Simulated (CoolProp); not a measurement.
Vapour-liquid equilibrium of carbon dioxide (1) + sulfur dioxide (2) at -1.35 °C; x and y are mole fractions of (1).

The numbers come from the multi-fluid Helmholtz-energy mixture model, Span 1996 and Gao 2016; pair parameters Bell 2016 in CoolProp.

```tsv
x	bubble pressure, mixture model (bar)	bubble pressure, Raoult's law (bar)	y, mixture model	y, Raoult's law
0.05	3.333	3.078	0.565	0.546
0.2	8.770	7.901	0.845	0.851
0.35	13.75	12.72	0.909	0.925
0.5	18.20	17.55	0.938	0.958
0.65	22.32	22.37	0.957	0.977
0.8	26.53	27.19	0.973	0.989
0.95	31.56	32.01	0.992	0.998
```

The largest gap from Raoult's law is +11.0 % in bubble pressure, at x = 0.2. No azeotrope shows between x = 0.05 and 0.95.

Pair parameters are fitted to limited data, so mixtures are less certain than the pure fluids. The gap from Raoult's law changes sign with composition, which may be real or a fault of the pair parameters; it wasn't checked against measurements.
